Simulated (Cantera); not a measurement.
Input: 1 mol CH3Cl, 0.42 mol CH4, 1.6 mol H2, at 0.00133 bar.

Method: chemical equilibrium by Gibbs-energy minimisation in Cantera with the NASA 1993 tables (ideal gas, pure condensed phases). Candidate condensed phases: C, C6H6, C7H8, C8H18; 91 gas species. The numbers say what is thermodynamically allowed, not how fast it happens.

Problem. At 2077 °C, list the 5 most abundant gas species with their mole fractions, and the condensed phases.

Solution. H2 0.552, H 0.254, HCl 0.144, Cl 0.0474, C2H2 (acetylene) 0.00304. Condensed: C(graphite).
